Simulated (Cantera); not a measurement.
## Equilibrium for hydrogen reduction and annealing atmospheres: SiO₂ + H₂

Charge: 1 mol SiO₂, 1200 mol H₂, equilibrated at 101000 Pa.

These are equilibrium values from Cantera (NASA tables, ideal gas, pure condensed phases), not measurements of a reactor. Candidate condensed phases: H₂O, Si, SiO₂; 18 gas species. The tables hold silica as quartz up to 1696 K and as liquid above; real silica turns to tridymite and cristobalite and melts near 1996 K. Rates play no part.

```json
[
 {"T (K)": "1598", "x H₂": "1.000", "x H": "5.29e-5", "x H₂O": "0.000155", "x SiO": "0.000155", "n SiO₂(β-quartz)": "0.814", "n SiO₂(condensed)": "0"},
 {"T (K)": "1648", "x H₂": "0.999", "x H": "8.84e-5", "x H₂O": "0.000287", "x SiO": "0.000287", "n SiO₂(β-quartz)": "0.656", "n SiO₂(condensed)": "0"},
 {"T (K)": "1698", "x H₂": "0.999", "x H": "0.000144", "x H₂O": "0.000510", "x SiO": "0.000510", "n SiO₂(β-quartz)": "0", "n SiO₂(condensed)": "0.387"},
 {"T (K)": "1748", "x H₂": "0.998", "x H": "0.000227", "x H₂O": "0.000833", "x SiO": "0.000833", "n SiO₂(β-quartz)": "0", "n SiO₂(condensed)": "0"},
 {"T (K)": "1798", "x H₂": "0.998", "x H": "0.000349", "x H₂O": "0.000833", "x SiO": "0.000832", "n SiO₂(β-quartz)": "0", "n SiO₂(condensed)": "0"},
 {"T (K)": "1848", "x H₂": "0.998", "x H": "0.000526", "x H₂O": "0.000832", "x SiO": "0.000832", "n SiO₂(β-quartz)": "0", "n SiO₂(condensed)": "0"},
 {"T (K)": "1898", "x H₂": "0.998", "x H": "0.000776", "x H₂O": "0.000832", "x SiO": "0.000832", "n SiO₂(β-quartz)": "0", "n SiO₂(condensed)": "0"},
 {"T (K)": "1948", "x H₂": "0.997", "x H": "0.00112", "x H₂O": "0.000832", "x SiO": "0.000832", "n SiO₂(β-quartz)": "0", "n SiO₂(condensed)": "0"},
 {"T (K)": "1998", "x H₂": "0.997", "x H": "0.00159", "x H₂O": "0.000832", "x SiO": "0.000832", "n SiO₂(β-quartz)": "0", "n SiO₂(condensed)": "0"}
]
```
x: gas mole fraction; n: condensed amount in mol.

From 1598 K to 1648 K the condensed part is SiO₂(β-quartz). At 1698 K the condensed part is SiO₂(condensed). From 1748 K to 1998 K nothing is condensed. The main Si-bearing gas is SiO throughout.
